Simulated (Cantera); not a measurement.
Charge: 1 mol Cr, 1.2 mol NH₃, 51 mol N₂, held at 1723 K.

Method: chemical equilibrium by Gibbs-energy minimisation in Cantera with the NASA 1993 tables (ideal gas, pure condensed phases). Candidate condensed phases: Cr, CrN, Cr₂N; 11 gas species. Rates play no part.

Q: At 10.0 bar, list the 3 most abundant gas species with their mole fractions, and the condensed phases.

A: N₂ 0.966, H₂ 0.0339, H 1.06e-5. Condensed: Cr₂N(s).
